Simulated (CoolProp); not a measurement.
Vapour-liquid equilibrium of acetone (1) + n-decane (2) at 440.7 K; x and y are mole fractions of (1).

The numbers come from the multi-fluid Helmholtz-energy mixture model, Lemmon 2006 and Lemmon 2006; pair parameters Bell 2016 in CoolProp.

### Question
Give the bubble pressure and the first vapour's composition at x = 0.5, 0.8, 0.95. Is there an azeotrope?

### Answer
x = 0.5: 9.192 bar, y = 0.920; x = 0.8: 12.76 bar, y = 0.962; x = 0.95: 15.02 bar, y = 0.989. No azeotrope shows between x = 0.05 and 0.95.

Pair parameters are fitted to limited data, so mixtures are less certain than the pure fluids. The gap from Raoult's law changes sign with composition, which may be real or a fault of the pair parameters; it wasn't checked against measurements.
